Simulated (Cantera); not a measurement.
Charge: 1 mol Si₃N₄, 890 mol H₂, 35 mol N₂, held at 1625 K and 0.000870 bar.

Cantera equilibrium calculation (NASA polynomials, part measured and part estimated; ideal gas, pure solids and liquids). Candidate condensed phases: Si, Si₃N₄; 18 gas species. Kinetics and transport are ignored.

Base state: H₂ 0.958, N₂ 0.0399, H 0.00234, Si 0.000187, SiH 1.08e-5 (mole fractions); condensed: Si(s).

Q: What changes in the equilibrium state with this change: temperature from 1625 K to 2048 K?

A: 
```
species       before    after
----------  --------  -------
H₂             0.958    0.887
H            0.00234   0.0715
N₂            0.0399   0.0384
Si          0.000187  0.00305
SiH          1.08e-5  5.15e-5
Si(s), mol      2.81        0
```

Q: What changes in the equilibrium state with this change: temperature from 1625 K to 1323 K?

A: 
```
species          before    after
-------------  --------  -------
H₂                0.958    0.962
N₂               0.0399   0.0378
H               0.00234  5.27e-5
Si             0.000187  9.27e-9
SiH             1.08e-5  1.97e-9
Si(s), mol         2.81        0
Si₃N₄(s), mol         0    1.000
```
